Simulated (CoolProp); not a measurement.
Vapour-liquid equilibrium of toluene (1) + o-xylene (2) at 3.04 bar; x and y are mole fractions of (1).

Model: multi-fluid Helmholtz-energy mixture model, Lemmon 2006 and Zhou 2012; pair parameters Bell 2016, in CoolProp.

```csv
x,"bubble temperature, mixture model (°C)","bubble temperature, Raoult's law (°C)","y, mixture model","y, Raoult's law"
0.05,188.9,188.7,0.091,0.100
0.15,184.2,183.8,___,0.275
0.25,179.8,179.3,0.401,0.420
0.35,175.6,175.2,___,0.541
0.45,171.6,171.3,0.629,0.644
0.55,___,167.8,___,0.732
0.65,___,164.4,0.796,0.807
0.75,161.4,161.3,___,0.872
0.85,158.5,158.4,___,0.928
0.95,155.7,155.7,0.975,0.978
```

Task: Fill in the missing entries.

Result: 
- 0.15, y, mixture model: 0.257
- 0.35, y, mixture model: 0.524
- 0.55, bubble temperature, mixture model (°C): 167.9
- 0.55, y, mixture model: 0.719
- 0.65, bubble temperature, mixture model (°C): 164.6
- 0.75, y, mixture model: 0.863
- 0.85, y, mixture model: 0.922

The largest gap from Raoult's law is +0.5 K in bubble temperature, at x = 0.25. No azeotrope shows between x = 0.05 and 0.95.

The pair parameters rest on a limited set of measurements; away from them the model extrapolates.
